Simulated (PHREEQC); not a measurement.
0.081 g of hydrous ferric oxide (600 m²/g; 0.2 weak and 0.005 strong sites per Fe, Dzombak-Morel constants, diffuse double layer) in 1 kg of water with 0.1 mol/kgw of an inert sodium salt and 0.00034 mmol/kgw NaH2PO4, at 25 °C; the pH is set by adding NaOH or the inert anion's acid. Oxygen alone is held at its pressure in air (log pO2 = -0.68). No CO2 enters from the air. No solid was allowed to form.

The numbers come from PHREEQC with the ion-association model, wateq4f.dat.

```
pH    P sorbed (%)  surface charge σ (C/m²)  surface potential ψ (mV)
----  ------------  -----------------------  ------------------------
4            100.0                    0.320                       146
4.38         100.0                    0.285                       140
4.75         100.0                    0.243                       133
5.12         100.0                    0.200                       123
5.5          100.0                    0.158                       111
5.88         100.0                    0.121                        98
6.25         100.0                        …                         …
6.62             …                    0.066                        69
7.38          99.5                    0.027                        35
7.75          98.2                    0.013                        17
8.12          93.4                   -0.001                        -1
8.5           77.0                   -0.014                         …
8.88          44.5                        …                         …
9.25          17.0                   -0.046                       -54
9.62           5.2                   -0.067                       -70
10             1.5                   -0.094                       -85
```

Problem. What belongs in the gaps?

Solution. 
- 6.25, surface charge σ (C/m²): 0.091
- 6.25, surface potential ψ (mV): 84
- 6.62, P sorbed (%): 99.9
- 8.5, surface potential ψ (mV): -19
- 8.88, surface charge σ (C/m²): -0.029
- 8.88, surface potential ψ (mV): -37

Species that the database lacks are ignored. H3PO4, which wateq4f.dat lacks, is added to it with the constant of phreeqc.dat.
